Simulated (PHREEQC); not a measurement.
A made-up water analysis in mg/kgw, 74 °C, pH 7.27, pe 3: Na 163; K 20.6; Ca 19.6; Mg 2.53; Cl 112; S(6) as SO4 196; Alkalinity as HCO3 111; Fe(2) 2.64; Li 0.0899; B 0.193.

Valence states are taken as typed.

Equilibrium calculation in PHREEQC: ion-association model, wateq4f.dat.

### Question
The ionic strength comes out as 0.0110 mol/kgw. What activity coefficients do Na+, SO4-2, Cl-, Mg+2, Li+ get?

### Answer
Na+ 0.89, SO4-2 0.63, Cl- 0.89, Mg+2 0.64, Li+ 0.89.

This is a speciation only: nothing precipitates in the calculation. Saturation is exceeded, for instance for Siderite; the values hold only as long as no solid forms. Away from 25 °C the constants follow the database's enthalpies or fits; those with neither stay at their 25 °C values.
